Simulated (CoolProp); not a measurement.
Vapour pressure (bar) of propylene: the reference equation beside estimates from Tc = 91.1 °C, pc = 45.55 bar, ω = 0.146.

Values from CoolProp's reference Helmholtz-energy equation of state, Lemmon 2013.

```tsv
T (°C)	reference	van der Waals	Peng-Robinson
-105.45	0.02504	0.7088	0.02722
-82.15	0.1517	1.736	0.1574
-58.95	0.5867	3.522	0.5946
-35.75	1.687	6.282	1.689
-12.55	3.939	10.20	3.930
10.65	7.927	15.44	7.913
33.95	14.34	22.17	14.35
57.15	23.86	30.44	23.96
80.35	37.45	40.38	37.62
```

Absolute difference from the reference over all 9 rows, mean and median: van der Waals 543.5 and 158.9 %, Peng-Robinson 1.7 and 0.4 %.
